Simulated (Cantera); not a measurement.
Gas mixture: 40.4 % C2H4, 59.6 % CO2, at 95000 Pa, frozen composition.

Cantera's kinetic-theory transport with the Lennard-Jones parameters of GRI-Mech 3.0, ideal gas; thermal conductivity in the mixture-averaged form. The composition is frozen, though it would react at the higher temperatures.

D: mixture-averaged diffusion coefficient of that species in the mixture.

| T (K) | ρ (kg/m³) | cp (J/kg/K) | μ (µPa s) | λ (mW/m/K) | Pr | D (cm²/s) CH3 | D (cm²/s) OH | D (cm²/s) NH3 |
|---|---|---|---|---|---|---|---|---|
| 400 | 1.07 | 1221 | 17.3 | 28.4 | 0.743 | 0.314 | 0.442 | 0.298 |
| 650 | 0.660 | 1574 | 26.2 | 54.5 | 0.756 | 0.748 | 1.03 | 0.758 |
| 900 | 0.477 | [?] | [?] | [?] | 0.759 | [?] | [?] | [?] |
| 1150 | 0.373 | 1962 | 40.1 | 103 | 0.767 | 2.00 | 2.71 | 2.13 |
| 1400 | 0.307 | 2075 | 45.9 | 124 | 0.770 | 2.78 | 3.77 | 3.01 |
| 1650 | 0.260 | 2156 | 51.3 | 143 | 0.771 | 3.66 | 4.95 | 3.99 |
| 1900 | 0.226 | 2214 | [?] | [?] | 0.771 | [?] | [?] | [?] |

Problem. Complete the blanks.

Solution. 
- 900, cp (J/kg/K): 1797
- 900, μ (µPa s): 33.6
- 900, λ (mW/m/K): 79.4
- 900, D (cm²/s) CH3: 1.31
- 900, D (cm²/s) OH: 1.80
- 900, D (cm²/s) NH3: 1.38
- 1900, μ (µPa s): 56.4
- 1900, λ (mW/m/K): 162
- 1900, D (cm²/s) CH3: 4.63
- 1900, D (cm²/s) OH: 6.26
- 1900, D (cm²/s) NH3: 5.08
